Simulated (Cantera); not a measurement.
An adiabatic, constant-pressure homogeneous reactor starts with 9.31 % CH₃OH, 6.98 % O₂, 76.8 % N₂, 6.89 % H₂, equivalence ratio 2.5, at 1525 K and 8.40 bar.

Computed with Cantera and GRI-Mech 3.0 (53 species, 325 reactions). GRI-Mech 3.0 was tuned for natural gas; its chemistry of methanol as a main component is partial and can be far from experiment.

### Question
Predict: time of steepest temperature rise; temperature at 1.00 s; equilibrium temperature; x(O₂) at 1.00 s; x(HCO) at 1.00 s; x(NO) at 1.00 s; x(HCN) at 1.00 s; x(H₂O) at 1.00 s.

### Answer
time of steepest temperature rise: 29.8 µs
temperature at 1.00 s: 2138 K
equilibrium temperature: 2138 K
x(O₂) at 1.00 s: 6.50e-8 (gas-phase equilibrium 6.50e-8)
x(HCO) at 1.00 s: 7.26e-8 (gas-phase equilibrium 7.26e-8)
x(NO) at 1.00 s: 5.70e-6 (gas-phase equilibrium 5.70e-6)
x(HCN) at 1.00 s: 3.75e-7 (gas-phase equilibrium 3.75e-7)
x(H₂O) at 1.00 s: 0.112 (gas-phase equilibrium 0.112)
